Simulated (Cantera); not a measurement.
A Cantera script and what it prints.

```python
import numpy as np
import cantera as ct

gas_names = """
    CL CLO CL2 Mg MgCL MgCL2 MgN MgO Mg2 N NO NO2 NO3 N2 N2O O O2 O3
""".split()
cond_names = """
    Mg(cr) Mg(L) MgCL2(s) MgCL2(L) MgO(s) MgO(L)
""".split()


# ... load() reads the species with a 1 bar reference pressure and builds the phases ...
atoms = {
    'MgCl2': {'Mg': 1, 'CL': 2},
    'O2': {'O': 2},
    'N2': {'N': 2},
}
top_T = {}  # K; cautious upper limits of use, not melting points


# ... equilibrate(T, P, feed) seeds the gas with the atoms and calls Mixture.equilibrate('TP', solver="vcs", rtol=1e-11, max_steps=5000) ...
results = []
feed = {'MgCl2': 1, 'O2': 2.8, 'N2': 8.5}  # mol
P = 0.97  # Pa
for T in [1600, 1650, 1700, 1750, 1800, 1850, 1900, 1950, 2000, 2050, 2100, 2150, 2200]:
    mix = equilibrate(T, P, feed)
    results.append((T, P, feed, dict(zip(mix.species_names, mix.species_moles))))
    x = sorted(zip(gas.X, gas.species_names), reverse=True)
    print(f"T = {T:g} K  P = {P:g} Pa  gas = {mix.phase_moles(0):.4g} mol")
    print("   x: " + "  ".join(f"{s} {v:.3e}" for v, s in x if v > 0.001))
    print("   condensed (mol): " + ("  ".join(f"{mix.phase(i).name} {mix.phase_moles(i):.4g}"
          for i in range(1, mix.n_phases) if mix.phase_moles(i) > 1e-12) or "none"))
```

It prints:

```
T = 1600 K  P = 0.97 Pa  gas = 12.77 mol
   x: N2 6.646e-01  O2 1.813e-01  CL 1.442e-01  MgCL2 6.147e-03  O 1.983e-03  NO 1.652e-03
   condensed (mol): MgO(s) 0.9214
T = 1650 K  P = 0.97 Pa  gas = 12.79 mol
   x: N2 6.637e-01  O2 1.799e-01  CL 1.453e-01  MgCL2 5.526e-03  O 3.526e-03  NO 2.025e-03
   condensed (mol): MgO(s) 0.9288
T = 1700 K  P = 0.97 Pa  gas = 12.81 mol
   x: N2 6.623e-01  O2 1.779e-01  CL 1.461e-01  O 6.053e-03  MgCL2 4.985e-03  NO 2.448e-03
   condensed (mol): MgO(s) 0.9339
T = 1750 K  P = 0.97 Pa  gas = 12.85 mol
   x: N2 6.601e-01  O2 1.751e-01  CL 1.466e-01  O 1.005e-02  MgCL2 4.508e-03  NO 2.917e-03
   condensed (mol): MgO(s) 0.9327
T = 1800 K  P = 0.97 Pa  gas = 12.93 mol
   x: N2 6.556e-01  O2 1.715e-01  CL 1.464e-01  O 1.618e-02  MgCL2 4.071e-03  NO 3.426e-03  Mg 2.699e-03
   condensed (mol): MgO(s) 0.9105
T = 1850 K  P = 0.97 Pa  gas = 13.15 mol
   x: N2 6.446e-01  O2 1.673e-01  CL 1.446e-01  O 2.533e-02  Mg 1.020e-02  NO 3.958e-03  MgCL2 3.620e-03
   condensed (mol): MgO(s) 0.8136
T = 1900 K  P = 0.97 Pa  gas = 13.79 mol
   x: N2 6.139e-01  O2 1.647e-01  CL 1.384e-01  O 3.887e-02  Mg 3.578e-02  NO 4.482e-03  MgCL2 3.020e-03
   condensed (mol): MgO(s) 0.454
T = 1950 K  P = 0.97 Pa  gas = 14.67 mol
   x: N2 5.769e-01  O2 1.592e-01  CL 1.329e-01  Mg 6.576e-02  O 5.784e-02  NO 4.956e-03  MgCL2 1.425e-03
   condensed (mol): none
T = 2000 K  P = 0.97 Pa  gas = 14.89 mol
   x: N2 5.683e-01  O2 1.444e-01  CL 1.332e-01  O 8.163e-02  Mg 6.605e-02  NO 5.393e-03
   condensed (mol): none
T = 2050 K  P = 0.97 Pa  gas = 15.13 mol
   x: N2 5.589e-01  CL 1.317e-01  O2 1.265e-01  O 1.111e-01  Mg 6.545e-02  NO 5.724e-03
   condensed (mol): none
T = 2100 K  P = 0.97 Pa  gas = 15.41 mol
   x: N2 5.485e-01  O 1.453e-01  CL 1.295e-01  O2 1.059e-01  Mg 6.446e-02  NO 5.897e-03
   condensed (mol): none
T = 2150 K  P = 0.97 Pa  gas = 15.73 mol
   x: N2 5.375e-01  O 1.819e-01  CL 1.271e-01  O2 8.405e-02  Mg 6.329e-02  NO 5.874e-03
   condensed (mol): none
T = 2200 K  P = 0.97 Pa  gas = 16.04 mol
   x: N2 5.270e-01  O 2.176e-01  CL 1.246e-01  O2 6.281e-02  Mg 6.212e-02  NO 5.647e-03
   condensed (mol): none
```

Method: chemical equilibrium by Gibbs-energy minimisation in Cantera with the NASA 1993 tables (ideal gas, pure condensed phases).
